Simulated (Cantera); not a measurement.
Charge: 1 mol SiHCl3, 4.5 mol H2, at 1.00 Torr.

Method: chemical equilibrium by Gibbs-energy minimisation in Cantera with the NASA 1993 tables (ideal gas, pure condensed phases). Candidate condensed phases: Si; 19 gas species. The tables' values for SiCl3, SiCl are old estimates; treat these amounts as uncertain. The numbers say what is thermodynamically allowed, not how fast it happens. All values below are at 1350 °C.

Base state: H2 0.684, HCl 0.168, SiCl2 0.144, H 0.00157, SiCl3 0.00129, Cl 0.000303, SiCl 0.000241, Si 0.000117 (mole fractions); condensed: Si(s).

Q: What changes in the equilibrium state with this change: H2 from 4.5 to 280 mol?

A: 
| species | before | after |
|---|---|---|
| H2 | 0.684 | 0.988 |
| HCl | 0.168 | 0.00990 |
| H | 0.00157 | 0.00188 |
| SiCl2 | 0.144 | 0.000347 |
| SiCl4 | 2.68e-5 | <1e-9 |
| SiCl3 | 0.00129 | 1.52e-7 |
| SiHCl3 | 1.69e-5 | 2.39e-9 |
| SiCl | 0.000241 | 1.18e-5 |
| Cl | 0.000303 | 1.49e-5 |
| Si(s), mol | 0.0501 | 0.861 |
The tables' values for SiCl are old estimates; treat these amounts as uncertain.
